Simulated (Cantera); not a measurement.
A closed system holds: 1 mol SiH2Cl2, 39 mol NH3, 0.11 mol H2, equilibrated at 998 K and 19000 Pa.

Equilibrium computed with Cantera from the NASA thermochemical tables; the gas is ideal and each condensed phase is pure. Candidate condensed phases: NH4Cl, Si, Si3N4; 28 gas species. Kinetics and transport are ignored.

Task: What is the equilibrium state?

Result: 
```
Item                                  Value
--------------------------------  ---------
x(H2)                                 0.738
x(N2)                                 0.237
x(HCl)                               0.0252
x(NH3)                              3.46e-5
n(Si3N4(s))                       0.333 mol
gas amount                        79.44 mol
log10 activity of Si(s) (absent)      -6.32
```
